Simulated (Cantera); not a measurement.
Input (Python, Cantera) and output of one run.

```python
import numpy as np
import cantera as ct

gas_names = """
    H HNO HNO2 HNO3 HO2 H2 H2O H2O2 N NH NH2 NH3 NH2OH NO NO2 NO3 N2 N2H2 N2H4 N2O O OH O2 O3 Zr ZrN ZrO
    ZrO2
""".split()
cond_names = """
    H2O(s) H2O(L) Zr(a) Zr(b) Zr(L) ZrN(s) ZrN(L) ZrO2(a) ZrO2(b) ZrO2(L)
""".split()


def load(file, names, dense=False):
    # The tables refer to 1 bar. Condensed volumes are neglected.
    table = {s.name: s for s in ct.Species.list_from_file(file)}
    out = []
    for n in names:
        d = dict(table[n].input_data)
        d["thermo"] = dict(d["thermo"], **{"reference-pressure": 1e5})
        if dense:
            d["equation-of-state"] = {"model": "constant-volume", "density": "1e6 g/cm^3"}
        out.append(ct.Species.from_dict(d))
    return out


gas = ct.Solution(thermo="ideal-gas", species=load("nasa_gas.yaml", gas_names))
cond = {s.name: ct.Solution(thermo="fixed-stoichiometry", species=[s], name=s.name)
        for s in load("nasa_condensed.yaml", cond_names, dense=True)}
atoms = {
    'Zr': {'Zr': 1},
    'H2O': {'H': 2, 'O': 1},
    'H2': {'H': 2},
    'NH3': {'N': 1, 'H': 3},
}
top_T = {}  # K; cautious upper limits of use, not melting points


def equilibrate(T, P, feed):
    n = {}
    for name, mol in feed.items():
        for a, k in atoms[name].items():
            n[a] = n.get(a, 0.0) + k * mol
    gas.TPX = T, P, n
    mass = sum(n.values()) * gas.mean_molecular_weight
    gas.equilibrate("TP")
    valid = [c for c in cond.values() if c.min_temp <= T <= top_T.get(c.name, c.max_temp)]
    mix = ct.Mixture([(gas, mass / gas.mean_molecular_weight)] + [(c, 0.0) for c in valid])
    mix.T, mix.P = T, P
    mix.equilibrate("TP", solver="vcs", rtol=1e-11, max_steps=5000)
    return mix


results = []
feed = {'Zr': 1, 'H2O': 0.052, 'H2': 7.9, 'NH3': 0.83}  # mol
P = 1333.22  # Pa
for T in [1398, 1448, 1498, 1548, 1598, 1648, 1698, 1748, 1798, 1848, 1898, 1948]:
    mix = equilibrate(T, P, feed)
    results.append((T, P, feed, dict(zip(mix.species_names, mix.species_moles))))

top = {s: max(r[3][s] / sum(r[3][g] for g in gas_names) for r in results) for s in gas_names}
cols = sorted((s for s in top if top[s] > 1e-06), key=lambda s: -top[s])[:6]
seen = [c for c in cond_names if any(r[3].get(c, 0) > 1e-12 for r in results)]
print("log10 of partial pressures in bar; condensed amounts in mol")
print(f"{'T/K':>10s}" + "".join(f"{s[:9]:>10s}" for s in cols + seen))
for T, P, feed, n in results:
    ng = sum(n[g] for g in gas_names)
    print(f"{T:10.4g}" + "".join(f"{np.log10(max(n[s] / ng * P / 1e5, 1e-99)):10.3f}" for s in cols)
          + "".join(f"{n.get(c, 0):10.4g}" for c in seen))
```

Result:

```
log10 of partial pressures in bar; condensed amounts in mol
       T/K        H2         H       ZrO     Zr(b)    ZrN(s)   ZrO2(a)   ZrO2(b)
      1398    -1.875    -6.263   -14.236     0.144      0.83     0.026         0
      1448    -1.875    -5.973   -13.432     0.144      0.83     0.026         0
      1498    -1.875    -5.702   -12.684     0.144      0.83         0     0.026
      1548    -1.875    -5.449   -11.986     0.144      0.83         0     0.026
      1598    -1.875    -5.212   -11.333     0.144      0.83         0     0.026
      1648    -1.875    -4.988   -10.720     0.144      0.83         0     0.026
      1698    -1.876    -4.778   -10.144     0.144      0.83         0     0.026
      1748    -1.876    -4.579    -9.601     0.144      0.83         0     0.026
      1798    -1.876    -4.392    -9.089     0.144      0.83         0     0.026
      1848    -1.877    -4.214    -8.605     0.144      0.83         0     0.026
      1898    -1.878    -4.046    -8.147     0.144      0.83         0     0.026
      1948    -1.879    -3.887    -7.714     0.144      0.83         0   0.02599
```

These are equilibrium values from Cantera (NASA tables, ideal gas, pure condensed phases), not measurements of a reactor. Mutual solubility and eutectic melting of coexisting phases are not modelled. ZrN: taken at fixed stoichiometry. Condensed phases not in the tables: solid solutions among these carbides, nitrides and lower oxides, N, O or C dissolved in the metal.
